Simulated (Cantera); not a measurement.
A perfectly stirred reactor is fed with C2H6 : N2 = 1 : 70 (molar parts), at 13300 Pa; it is held at 1125 K, and followed from long to short residence time.

Model: GRI-Mech 3.0 (53 species, 325 reactions), integrated in Cantera. GRI-Mech 3.0 stops at C3 and has no aromatics, soot or wall deposition, so with more carbon than oxygen in the feed, carbon stays in small species such as C2H2 where larger ones or solid carbon would form.

x: mole fraction; the columns are a selection and need not sum to one.

| τ (s) | x C2H6 | x CH3 | x C2H | x H2 | x C2H4 | x CH4 |
|---|---|---|---|---|---|---|
| 18 | 0.000296 | [?] | 2.61e-11 | 0.0212 | 0.00356 | 0.00150 |
| 5.7 | 0.000708 | [?] | 2.90e-11 | 0.0187 | 0.00528 | 0.00148 |
| 1.8 | 0.00177 | [?] | 2.50e-11 | 0.0150 | 0.00721 | 0.00133 |
| 0.55 | 0.00450 | [?] | 1.34e-11 | 0.0101 | 0.00743 | 0.000914 |
| 0.17 | 0.00904 | [?] | 4.22e-12 | 0.00485 | 0.00448 | 0.000387 |
| 0.053 | 0.0123 | [?] | 1.05e-12 | 0.00166 | 0.00165 | 0.000113 |
| 0.016 | 0.0136 | [?] | <1e-12 | 0.000433 | 0.000440 | 2.57e-5 |
| 0.0051 | 0.0140 | [?] | <1e-12 | 8.01e-5 | 8.13e-5 | 4.38e-6 |
| 0.0016 | 0.0141 | [?] | <1e-12 | 6.40e-6 | 6.50e-6 | 5.82e-7 |

Problem. Fill in the missing entries.

Solution. 
- 18, x CH3: 1.04e-6
- 5.7, x CH3: 1.65e-6
- 1.8, x CH3: 2.78e-6
- 0.55, x CH3: 4.81e-6
- 0.17, x CH3: 7.06e-6
- 0.053, x CH3: 7.86e-6
- 0.016, x CH3: 6.53e-6
- 0.0051, x CH3: 3.62e-6
- 0.0016, x CH3: 1.55e-6
